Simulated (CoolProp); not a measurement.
Vapour-liquid equilibrium of isopentane (1) + toluene (2) at 6.85 °C; x and y are mole fractions of (1).

Computed with CoolProp (multi-fluid Helmholtz-energy mixture model, Lemmon 2006 and Lemmon 2006; pair parameters Bell 2016).

Q: Give the bubble pressure and the first vapour's composition at x = 0.5, 0.575, 0.95. Is there an azeotrope?

A: x = 0.5: 0.02921 MPa, y = 0.973; x = 0.575: 0.03184 MPa, y = 0.978; x = 0.95: 0.04399 MPa, y = 0.997. No azeotrope shows between x = 0.05 and 0.95.

Pair parameters are fitted to limited data, so mixtures are less certain than the pure fluids.
